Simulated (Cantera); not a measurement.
A closed system holds: 1 mol CH3SiCl3, 16 mol H2, equilibrated at 0.830 bar.

Method: chemical equilibrium by Gibbs-energy minimisation in Cantera with the NASA 1993 tables (ideal gas, pure condensed phases). Candidate condensed phases: C, C6H6, C7H8, C8H18, Si, SiC; 109 gas species. The feed counts by its element totals alone. The tables' values for SiCl, SiCl3 are old estimates; treat these amounts as uncertain. Gases not in the tables: Si2H6 and higher silanes. Equilibrium is a limit: real reactors are often held back by kinetics, nucleation or transport.

log p: log10 of the partial pressure in bar; n: condensed amount in mol.

```tsv
T (°C)	log p H2	log p HCl	log p H	log p SiCl2	log p C2H2 (acetylene)	log p Si	n C(graphite)	n SiC(s)
1927	-0.16	-0.92	-2.33	-2.36	-2.75	-4.40	0.0194	0.895
1977	-0.16	-0.92	-2.21	-2.33	-2.63	-4.13	0.00518	0.883
2027	-0.16	-0.93	-2.09	-2.28	-2.55	-3.86	0	0.867
2077	-0.16	-0.93	?	-2.23	?	?	0	0.845
2127	-0.16	-0.94	?	-2.19	?	?	0	0.819
2177	-0.16	-0.95	-1.78	-2.15	-2.36	-3.09	0	0.787
2227	-0.17	-0.96	-1.68	-2.12	-2.30	-2.86	0	0.744
2277	-0.17	-0.97	-1.59	-2.09	-2.23	-2.65	0	0.686
2327	-0.18	-0.98	-1.50	-2.08	-2.15	-2.44	0	0.604
```

Q: Fill in the missing entries.

A: 
- 2077, log p H: -1.98
- 2077, log p C2H2 (acetylene): -2.49
- 2077, log p Si: -3.59
- 2127, log p H: -1.88
- 2127, log p C2H2 (acetylene): -2.43
- 2127, log p Si: -3.33
